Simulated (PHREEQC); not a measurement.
Model water analysis in mmol/kgw, 25 °C, pH 6.82:

```csv
constituent,mmol/kgw
Na,198
K,0.0298
Ca,0.041
Mg,7.02
Cl,169
S(6),17.9
Alkalinity (meq/kgw),0.027
```

Valence states are taken as typed.

Computed with PHREEQC (Pitzer model, pitzer.dat).

```
quantity                          before    after
-------------------------------  -------  -------
CO2 (mol/kgw)                    6.76e-6  6.12e-6
HSO4- (mol/kgw)                  7.24e-8  5.04e-8
CO3-2 (mol/kgw)                  2.94e-8  4.28e-8
MgOH+ (mol/kgw)                  2.23e-8  2.22e-8
MgCO3 (mol/kgw)                  1.03e-8  1.17e-8
SI of Gypsum (CaSO4:2H2O)          -2.84    -2.94
SI of Mirabilite (Na2SO4:10H2O)    -2.91    -3.14
```

### Question
Name the change that produced these shifts.
A) Ca from 0.041 to 0.123 mmol/kgw
B) Cl from 169 to 507 mmol/kgw
C) temperature from 25 to 5 °C at the same typed pH

### Answer
B, Cl from 169 to 507 mmol/kgw

No solid was allowed to form.
